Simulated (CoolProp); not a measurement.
R22 along the isobar 1910 kPa: fugacity coefficient from the reference equation and from simpler models built on Tc = 96.1 °C, pc = 4990 kPa, ω = 0.221; each cubic takes its own stable root.

Values from CoolProp's reference Helmholtz-energy equation of state, Kamei 1995.

```json
[
 {"T (°C)": "0.95", "phase": "liquid", "reference": "0.2528", "Redlich-Kwong": "0.3410", "Peng-Robinson": "0.2534"},
 {"T (°C)": "16.05", "phase": "liquid", "reference": "0.3832", "Redlich-Kwong": "0.4871", "Peng-Robinson": "0.3839"},
 {"T (°C)": "31.05", "phase": "liquid", "reference": "0.5477", "Redlich-Kwong": "0.6589", "Peng-Robinson": "0.5479"},
 {"T (°C)": "46.15", "phase": "liquid", "reference": "0.7471", "Redlich-Kwong": "0.8058", "Peng-Robinson": "0.7454"},
 {"T (°C)": "61.15", "phase": "gas", "reference": "0.8172", "Redlich-Kwong": "0.8299", "Peng-Robinson": "0.8108"},
 {"T (°C)": "76.25", "phase": "gas", "reference": "0.8434", "Redlich-Kwong": "0.8502", "Peng-Robinson": "0.8343"},
 {"T (°C)": "91.35", "phase": "gas", "reference": "0.8647", "Redlich-Kwong": "0.8674", "Peng-Robinson": "0.8542"},
 {"T (°C)": "106.35", "phase": "gas", "reference": "0.8823", "Redlich-Kwong": "0.8821", "Peng-Robinson": "0.8712"},
 {"T (°C)": "121.45", "phase": "gas", "reference": "0.8972", "Redlich-Kwong": "0.8948", "Peng-Robinson": "0.8860"},
 {"T (°C)": "136.45", "phase": "gas", "reference": "0.9097", "Redlich-Kwong": "0.9058", "Peng-Robinson": "0.8988"},
 {"T (°C)": "151.55", "phase": "gas", "reference": "0.9206", "Redlich-Kwong": "0.9155", "Peng-Robinson": "0.9100"},
 {"T (°C)": "166.65", "phase": "gas", "reference": "0.9300", "Redlich-Kwong": "0.9240", "Peng-Robinson": "0.9199"},
 {"T (°C)": "181.65", "phase": "gas", "reference": "0.9381", "Redlich-Kwong": "0.9314", "Peng-Robinson": "0.9285"},
 {"T (°C)": "196.75", "phase": "gas", "reference": "0.9452", "Redlich-Kwong": "0.9380", "Peng-Robinson": "0.9362"},
 {"T (°C)": "211.75", "phase": "gas", "reference": "0.9514", "Redlich-Kwong": "0.9438", "Peng-Robinson": "0.9430"},
 {"T (°C)": "226.85", "phase": "gas", "reference": "0.9569", "Redlich-Kwong": "0.9490", "Peng-Robinson": "0.9491"}
]
```

At some of these states Redlich-Kwong gives the other phase, because its saturation line lies elsewhere.
